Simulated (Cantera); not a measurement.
Equilibrium for boron, boron nitride and boron oxide: B2H6 + O2 + H2

Charge: 1 mol B2H6, 0.12 mol O2, 1.5 mol H2, equilibrated at 2200 K.

Equilibrium computed with Cantera from the NASA thermochemical tables; the gas is ideal and each condensed phase is pure. Candidate condensed phases: B, B2O3, B3O3H3, H2O; 23 gas species. The feed counts by its element totals alone. The tables' values for BH2 are old estimates; treat these amounts as uncertain. Gases not in the tables: B2H6 and higher boranes. The numbers say what is thermodynamically allowed, not how fast it happens.

| P (Pa) | x H2 | x H | x HBO | x BO | x B | n B(s) |
|---|---|---|---|---|---|---|
| 10 | 0.525 | 0.408 | 0.00365 | 0.0345 | 0.0274 | 1.58 |
| 32 | 0.686 | 0.261 | 0.00759 | 0.0350 | 0.00855 | 1.70 |
| 100 | 0.791 | 0.158 | 0.0132 | 0.0320 | 0.00274 | 1.74 |
| 320 | 0.858 | 0.0922 | 0.0201 | 0.0262 | 0.000855 | 1.75 |
| 1000 | 0.897 | 0.0533 | 0.0268 | 0.0194 | 0.000274 | 1.75 |
| 3200 | 0.920 | 0.0302 | 0.0326 | 0.0130 | 8.55e-5 | 1.75 |
| 10000 | 0.933 | 0.0172 | 0.0367 | 0.00822 | 2.74e-5 | 1.75 |
| 32000 | 0.941 | 0.00966 | 0.0393 | 0.00490 | 8.55e-6 | 1.75 |
| 100000 | 0.946 | 0.00548 | 0.0407 | 0.00286 | 2.74e-6 | 1.76 |
x: gas mole fraction; n: condensed amount in mol.

From 0.000100 bar to 1.00 bar the condensed part is B(s). The main B-bearing gas is BO at 0.000100 bar and HBO at 1.00 bar. The share of B in condensed phases is highest at 1.00 bar (87.8 %) and lowest at 0.000100 bar (79.1 %).
